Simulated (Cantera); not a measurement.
An isothermal plug-flow reactor at 725 K and 1.09 atm (inlet), inlet velocity 0.35 m/s, active area per volume 180 1/m; feed CO : O2 : N2 = 0.016 : 0.027 : 0.79 (molar parts).

Model: Deutschmann's 1995 Pt surface mechanism with GRI-Mech 3.0 gas chemistry, integrated in Cantera. Catalytic surfaces can have several steady states; this one follows from the mechanism file's or the stated starting coverage. Mass transfer to the wall is taken as infinitely fast.

### Question
What does this change do: inlet velocity 0.35 to 1.2 m/s?

### Answer
```tsv
quantity	before	after
x(CO) at z = 0.016 m	0.000919	0.0158
x(O2) at z = 0.016 m	0.0235	0.0308
x(H2O) at z = 0.016 m	<1e-12	<1e-12
x(CO2) at z = 0.016 m	0.0185	0.00342
θ(free Pt) at the exit	0.0362	0.0531
θ(O*) at the exit	0.963	0.00404
```

### Question
What does this change do: area per volume 180 to 50 1/m?

### Answer
```json
[
 {"quantity": "x(CO) at z = 0.016 m", "before": "0.000919", "after": "0.0160"},
 {"quantity": "x(O2) at z = 0.016 m", "before": "0.0235", "after": "0.0308"},
 {"quantity": "x(H2O) at z = 0.016 m", "before": "<1e-12", "after": "<1e-12"},
 {"quantity": "x(CO2) at z = 0.016 m", "before": "0.0185", "after": "0.00324"},
 {"quantity": "θ(free Pt) at the exit", "before": "0.0362", "after": "0.0528"},
 {"quantity": "θ(O*) at the exit", "before": "0.963", "after": "0.00400"}
]
```
